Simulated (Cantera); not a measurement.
Cantera run:

```python
import numpy as np
import cantera as ct

gas_names = [...]  # 123 gases of nasa_gas.yaml made of C, H, O, Si
cond_names = """
    C(gr) C6H6(L) C7H8(L) C8H18(L),n-octa H2O(s) H2O(L) Si(cr) Si(L) SiC(b) SiO2(Lqz) SiO2(hqz) SiO2(L)
""".split()


# ... load() reads the species with a 1 bar reference pressure and builds the phases ...
atoms = {
    'SiC': {'Si': 1, 'C': 1},
    'CO2': {'C': 1, 'O': 2},
    'H2': {'H': 2},
}
top_T = {'C(gr)': 4500, 'SiC(b)': 3050}  # K; cautious upper limits of use, not melting points


# ... equilibrate(T, P, feed) seeds the gas with the atoms and calls Mixture.equilibrate('TP', solver="vcs", rtol=1e-11, max_steps=5000) ...
results = []
feed = {'SiC': 1, 'CO2': 0.7, 'H2': 1.5}  # mol
T = 1448.15  # K
P = 133.322  # Pa
mix = equilibrate(T, P, feed)
results.append((T, P, feed, dict(zip(mix.species_names, mix.species_moles))))
print(gas.report(threshold=1e-05))
for i in range(1, mix.n_phases):
    print(f"{mix.phase(i).name:16s} {mix.phase_moles(i):12.5e} mol")
```

Result:

```
       temperature   1448.2 K
          pressure   133.32 Pa
           density   0.00014511 kg/m^3
  mean mol. weight   13.106 kg/kmol
   phase of matter   gas

                          1 kg             1 kmol
                     ---------------   ---------------
          enthalpy       -6.9252e+05       -9.0758e+06  J
   internal energy       -1.6113e+06       -2.1116e+07  J
           entropy             20463        2.6817e+05  J/K
    Gibbs function       -3.0325e+07       -3.9743e+08  J
 heat capacity c_p            2544.7             33350  J/K
 heat capacity c_v            1910.3             25035  J/K

                      mass frac. Y      mole frac. X     chem. pot. / RT
                     ---------------   ---------------   ---------------
                CO           0.80829           0.37819           -43.427
                 H        1.4964e-05        0.00019455           -12.823
                H2          0.091017           0.59168           -25.646
               SiO           0.10066          0.029925           -47.009
     [ +119 minor]        1.2888e-05        7.2148e-06

C(gr)             0.00000e+00 mol
Si(cr)            0.00000e+00 mol
SiC(b)            7.41388e-01 mol
SiO2(hqz)         1.82760e-01 mol
```

These are equilibrium values from Cantera (NASA tables, ideal gas, pure condensed phases), not measurements of a reactor. Mutual solubility and eutectic melting of coexisting phases are not modelled. The tables hold silica as quartz up to 1696 K and as liquid above; real silica turns to tridymite and cristobalite and melts near 1996 K.
